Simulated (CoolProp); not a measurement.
Vapour-liquid equilibrium of propylene (1) + isobutane (2) at 15.75 °C; x and y are mole fractions of (1).

Values from CoolProp's multi-fluid Helmholtz-energy mixture model, Lemmon 2013 and Bücker 2006; pair parameters Bell 2016.

| x | bubble pressure, mixture model (kPa) | bubble pressure, Raoult's law (kPa) | y, mixture model | y, Raoult's law |
|---|---|---|---|---|
| 0.05 | 304.4 | 297.4 | 0.160 | 0.153 |
| 0.125 | 350.6 | 345.8 | 0.310 | 0.329 |
| 0.2 | 388.3 | 394.1 | 0.414 | 0.462 |
| 0.275 | 422.1 | 442.5 | 0.497 | 0.566 |
| 0.35 | 455.2 | 490.8 | 0.570 | 0.649 |
| 0.425 | 489.7 | 539.2 | 0.639 | 0.717 |
| 0.5 | 527.2 | 587.6 | 0.705 | 0.774 |
| 0.575 | 569.3 | 635.9 | 0.768 | 0.823 |
| 0.65 | 617.0 | 684.3 | 0.827 | 0.864 |
| 0.725 | 671.2 | 732.6 | 0.879 | 0.900 |
| 0.8 | 731.7 | 781.0 | 0.924 | 0.932 |
| 0.875 | 797.4 | 829.4 | 0.960 | 0.960 |
| 0.95 | 865.5 | 877.7 | 0.987 | 0.985 |

The largest gap from Raoult's law is -10.5 % in bubble pressure, at x = 0.575. No azeotrope shows between x = 0.05 and 0.95.

The pair parameters rest on a limited set of measurements; away from them the model extrapolates. The gap from Raoult's law changes sign with composition, which may be real or a fault of the pair parameters; it wasn't checked against measurements.
